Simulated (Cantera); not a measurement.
A closed system holds: 1 mol CuO, 1.5 mol CO, 0.56 mol H₂, held at 1.00 Torr.

These are equilibrium values from Cantera (NASA tables, ideal gas, pure condensed phases), not measurements of a reactor. Candidate condensed phases: C, C₆H₆, C₇H₈, C₈H₁₈, Cu, CuO, Cu(OH)₂, Cu₂O, H₂O; 113 gas species. Equilibrium is a limit: real reactors are often held back by kinetics, nucleation or transport.

Question: What share of the Cu ends up in condensed phases as a function of T (°C), at 1052, 1102, 1152, 1202, 1252, 1302, 1352?

Answer: 
```
T (°C)  Cu condensed (%)     as
------  ----------------  -----
1052               100.0  Cu(s)
1102                99.9  Cu(l)
1152                99.7  Cu(l)
1202                99.2  Cu(l)
1252                98.1  Cu(l)
1302                95.7  Cu(l)
1352                90.8  Cu(l)
```
